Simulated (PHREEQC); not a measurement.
Dissolve 0.19 mol/kgw HF, 0.0067 mol/kgw NaF and 7.6e-05 mol/kgw H3PO4 at 92 °C. Closed to the air; pH follows from the charge balance.

Computed with PHREEQC (ion-association model, phreeqc.dat).

- pH: 2.30
- ionic strength: 0.0123 mol/kgw
- total alkalinity: -190 meq/kg

```
species  molality  activity   log γ
-------  --------  --------  ------
HF          0.179     0.180   0.001
F-        0.00708   0.00620  -0.058
Na+       0.00668   0.00588  -0.056
H+        0.00564   0.00504  -0.049
HF2-      0.00521   0.00457  -0.057
H3PO4     4.23e-5   4.24e-5   0.001
H2PO4-    3.37e-5   2.98e-5  -0.054
NaF       2.09e-5   2.10e-5   0.001
```

This is a speciation only: nothing precipitates in the calculation. Complexes and solids missing from the database can't appear. Constants without temperature data keep their 25 °C values here.
